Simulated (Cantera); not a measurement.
An adiabatic, constant-volume homogeneous reactor starts with CH3OH : O2 : N2 = 1 : 1.53 : 4.74 (molar parts), at 1725 K and 96000 Pa. Integrator tolerance rtol = 1e-08.

Computed with Cantera and GRI-Mech 3.0 (53 species, 325 reactions). GRI-Mech 3.0 was tuned for natural gas; its chemistry of methanol as a main component is partial and can be far from experiment.

### Question
What does this change do: CH3OH 1 to 2.4 parts?

### Answer
| quantity | before | after |
|---|---|---|
| time of steepest temperature rise | 33.3 µs | 24.3 µs |
| temperature at 2.00 s | 2971 K | 2878 K |
| equilibrium temperature | 2971 K | 2878 K |
| x(CH3OH) at 2.00 s | <1e-12 (gas-phase equilibrium <1e-12) | <1e-12 (gas-phase equilibrium <1e-12) |
| x(O2) at 2.00 s | 0.0322 (gas-phase equilibrium 0.0322) | 0.000590 (gas-phase equilibrium 0.000590) |
| x(CH3) at 2.00 s | <1e-12 (gas-phase equilibrium <1e-12) | 4.52e-11 (gas-phase equilibrium 5.19e-11) |
| x(HCO) at 2.00 s | 1.77e-7 (gas-phase equilibrium 1.77e-7) | 9.62e-7 (gas-phase equilibrium 9.62e-7) |
| x(H2) at 2.00 s | 0.0298 (gas-phase equilibrium 0.0298) | 0.166 (gas-phase equilibrium 0.166) |
| x(N2O) at 2.00 s | 9.98e-7 (gas-phase equilibrium 9.98e-7) | 9.03e-8 (gas-phase equilibrium 9.03e-8) |
| x(HCN) at 2.00 s | 5.42e-9 (gas-phase equilibrium 5.42e-9) | 1.59e-7 (gas-phase equilibrium 1.59e-7) |

### Question
What does this change do: constant pressure in place of constant volume?

### Answer
| quantity | before | after |
|---|---|---|
| time of steepest temperature rise | 33.3 µs | 39.6 µs |
| temperature at 2.00 s | 2971 K | 2819 K |
| equilibrium temperature | 2971 K | 2819 K |
| x(CH3OH) at 2.00 s | <1e-12 (gas-phase equilibrium <1e-12) | <1e-12 (gas-phase equilibrium <1e-12) |
| x(O2) at 2.00 s | 0.0322 (gas-phase equilibrium 0.0322) | 0.0308 (gas-phase equilibrium 0.0308) |
| x(CH3) at 2.00 s | <1e-12 (gas-phase equilibrium <1e-12) | <1e-12 (gas-phase equilibrium <1e-12) |
| x(HCO) at 2.00 s | 1.77e-7 (gas-phase equilibrium 1.77e-7) | 7.70e-8 (gas-phase equilibrium 7.70e-8) |
| x(H2) at 2.00 s | 0.0298 (gas-phase equilibrium 0.0298) | 0.0263 (gas-phase equilibrium 0.0263) |
| x(N2O) at 2.00 s | 9.98e-7 (gas-phase equilibrium 9.98e-7) | 5.71e-7 (gas-phase equilibrium 5.71e-7) |
| x(HCN) at 2.00 s | 5.42e-9 (gas-phase equilibrium 5.42e-9) | 1.95e-9 (gas-phase equilibrium 1.95e-9) |

### Question
What does this change do: initial temperature 1725 to 1050 K?

### Answer
```tsv
quantity	before	after
time of steepest temperature rise	33.3 µs	0.162 s
temperature at 2.00 s	2971 K	2823 K
equilibrium temperature	2971 K	2823 K
x(CH3OH) at 2.00 s	<1e-12 (gas-phase equilibrium <1e-12)	<1e-12 (gas-phase equilibrium <1e-12)
x(O2) at 2.00 s	0.0322 (gas-phase equilibrium 0.0322)	0.0246 (gas-phase equilibrium 0.0246)
x(CH3) at 2.00 s	<1e-12 (gas-phase equilibrium <1e-12)	<1e-12 (gas-phase equilibrium <1e-12)
x(HCO) at 2.00 s	1.77e-7 (gas-phase equilibrium 1.77e-7)	9.19e-8 (gas-phase equilibrium 9.19e-8)
x(H2) at 2.00 s	0.0298 (gas-phase equilibrium 0.0298)	0.0190 (gas-phase equilibrium 0.0190)
x(N2O) at 2.00 s	9.98e-7 (gas-phase equilibrium 9.98e-7)	9.08e-7 (gas-phase equilibrium 9.08e-7)
x(HCN) at 2.00 s	5.42e-9 (gas-phase equilibrium 5.42e-9)	2.65e-9 (gas-phase equilibrium 2.65e-9)
```
